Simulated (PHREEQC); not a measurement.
1 kg of water holding 0.026 mol MgSO4 and 0.082 mol MgCl2 is evaporated at 30 °C; the solids stay in contact with the brine. CO2 from the air is kept out. The run lets Bischofite, Brucite, Epsomite, Hexahydrite, Kieserite, MgCl2_4H2O precipitate or redissolve, and no other solid.

All values are PHREEQC results (Pitzer model, pitzer.dat), not measurements.

```
water left (kg)  ionic strength  water activity  Bischofite (mol)  Kieserite (mol)
---------------  --------------  --------------  ----------------  ---------------
1                         0.350           0.996                 0                0
0.8219                    0.426           0.995                 0                0
0.6755                    0.518           0.994                 0                0
0.5552                    0.630           0.992                 0                0
0.4563                    0.767             ___                 0                0
0.375                     0.933           0.988                 0                0
0.3082                     1.14           0.986                 0                0
0.2533                     1.38           0.982                 0                0
0.2082                     1.68           0.978                 0                0
0.1711                     2.05           0.972                 0                0
0.1407                     2.49             ___                 0                0
0.1156                     3.03           0.956                 0                0
0.09502                    3.68           0.943                 0                0
0.07809                    4.48           0.925                 0                0
0.06418                    5.45           0.902                 0                0
0.05275                     ___           0.869                 0                0
0.04335                    8.07           0.824                 0                0
0.03564                    9.82           0.762                 0                0
0.0293                     11.9           0.679                 0                0
0.02328                    13.8           0.579                 0                0
0.01945                    14.2           0.514                 0           0.0184
0.01583                    15.9           0.403                 0           0.0244
0.01115                    17.8           0.317            0.0163           0.0257
0.004586                   17.8           0.317            0.0550           0.0259
```

Q: What belongs in the gaps?

A: 
- 0.4563, water activity: 0.990
- 0.1407, water activity: 0.965
- 0.05275, ionic strength: 6.63
